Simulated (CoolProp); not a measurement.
Values from CoolProp's reference Helmholtz-energy equation of state, Lemmon 2006. It is a short technical equation, of lower accuracy than the large ones.

Task: Give the vapour pressure (MPa), vapour density (kg/m³), enthalpy of vaporisation (kJ/kg), liquid cp (kJ/(kg K)) of saturated nitrous oxide at -57.15, -45.85, -28.95 °C.

Result: 
```tsv
T (°C)	p (MPa)	vapour density (kg/m³)	enthalpy of vaporisation (kJ/kg)	liquid cp (kJ/(kg K))
-57.15	0.485	12.9	336	1.78
-45.85	0.759	19.8	320	1.82
-28.95	1.36	35.2	293	1.91
```
